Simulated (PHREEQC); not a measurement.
## Nickel, zinc or cadmium bath

Make-up at 25 °C: 0.0073 mol/kgw ZnSO4, 0.00022 mol/kgw H3BO3 and 0.00012 mol/kgw HCl. Closed to the air; pH follows from the charge balance.

Equilibrium calculation in PHREEQC: ion-association model, wateq4f.dat.

Each row changes one thing in this solution. No solid was allowed to form.

```json
[
 {"case": "as made", "pH": "4.08", "ionic strength (mol/kgw)": "0.0207", "Zn+2 (mol/kgw)": "0.00515", "SO4-2 (mol/kgw)": "0.00504", "ZnSO4 (mol/kgw)": "0.00206", "Zn(SO4)2-2 (mol/kgw)": "8.61e-5", "SI of Goslarite (ZnSO4:7H2O)": "-3.09", "SI of Zincite(c) (ZnO)": "-5.49"},
 {"case": "diluted 2-fold with water", "pH": "4.33", "ionic strength (mol/kgw)": "0.0114", "Zn+2 (mol/kgw)": "0.00283", "SO4-2 (mol/kgw)": "0.00280", "ZnSO4 (mol/kgw)": "0.000800", "Zn(SO4)2-2 (mol/kgw)": "1.85e-5", "SI of Goslarite (ZnSO4:7H2O)": "-3.51", "SI of Zincite(c) (ZnO)": "-5.20"},
 {"case": "temperature from 25 to 75 °C", "pH": "4.26", "ionic strength (mol/kgw)": "0.0195", "Zn+2 (mol/kgw)": "0.00487", "SO4-2 (mol/kgw)": "0.00475", "ZnSO4 (mol/kgw)": "0.00236", "Zn(SO4)2-2 (mol/kgw)": "6.69e-5", "SI of Goslarite (ZnSO4:7H2O)": "-3.53", "SI of Zincite(c) (ZnO)": "-2.89"},
 {"case": "HCl from 0.00012 to 0.00018 mol/kgw", "pH": "3.91", "ionic strength (mol/kgw)": "0.0207", "Zn+2 (mol/kgw)": "0.00515", "SO4-2 (mol/kgw)": "___", "ZnSO4 (mol/kgw)": "0.00206", "Zn(SO4)2-2 (mol/kgw)": "8.57e-5", "SI of Goslarite (ZnSO4:7H2O)": "-3.09", "SI of Zincite(c) (ZnO)": "-5.84"},
 {"case": "H3BO3 from 0.00022 to 0.0022 mol/kgw", "pH": "4.08", "ionic strength (mol/kgw)": "0.0207", "Zn+2 (mol/kgw)": "0.00515", "SO4-2 (mol/kgw)": "0.00504", "ZnSO4 (mol/kgw)": "0.00206", "Zn(SO4)2-2 (mol/kgw)": "8.61e-5", "SI of Goslarite (ZnSO4:7H2O)": "-3.09", "SI of Zincite(c) (ZnO)": "-5.49"},
 {"case": "HCl from 0.00012 to 0.0012 mol/kgw", "pH": "3.08", "ionic strength (mol/kgw)": "0.0216", "Zn+2 (mol/kgw)": "0.00522", "SO4-2 (mol/kgw)": "0.00488", "ZnSO4 (mol/kgw)": "0.00199", "Zn(SO4)2-2 (mol/kgw)": "8.06e-5", "SI of Goslarite (ZnSO4:7H2O)": "-3.11", "SI of Zincite(c) (ZnO)": "-7.50"},
 {"case": "diluted 10-fold with water", "pH": "4.96", "ionic strength (mol/kgw)": "0.00266", "Zn+2 (mol/kgw)": "0.000664", "SO4-2 (mol/kgw)": "0.000663", "ZnSO4 (mol/kgw)": "6.61e-5", "Zn(SO4)2-2 (mol/kgw)": "3.57e-7", "SI of Goslarite (ZnSO4:7H2O)": "___", "SI of Zincite(c) (ZnO)": "-4.49"},
 {"case": "diluted 5-fold with water", "pH": "___", "ionic strength (mol/kgw)": "0.00504", "Zn+2 (mol/kgw)": "0.00126", "SO4-2 (mol/kgw)": "0.00125", "ZnSO4 (mol/kgw)": "0.000203", "Zn(SO4)2-2 (mol/kgw)": "2.08e-6", "SI of Goslarite (ZnSO4:7H2O)": "-4.10", "SI of Zincite(c) (ZnO)": "-4.80"},
 {"case": "HCl from 0.00012 to 2.4e-05 mol/kgw", "pH": "4.78", "ionic strength (mol/kgw)": "0.0206", "Zn+2 (mol/kgw)": "0.00514", "SO4-2 (mol/kgw)": "0.00505", "ZnSO4 (mol/kgw)": "0.00207", "Zn(SO4)2-2 (mol/kgw)": "8.66e-5", "SI of Goslarite (ZnSO4:7H2O)": "-3.09", "SI of Zincite(c) (ZnO)": "-4.10"}
]
```

### Question
Complete the blanks.

### Answer

- HCl from 0.00012 to 0.00018 mol/kgw, SO4-2 (mol/kgw): 0.00503
- diluted 10-fold with water, SI of Goslarite (ZnSO4:7H2O): -4.59
- diluted 5-fold with water, pH: 4.69

At this temperature some constants are extrapolated from 25 °C, and those without enthalpy data are left unchanged.
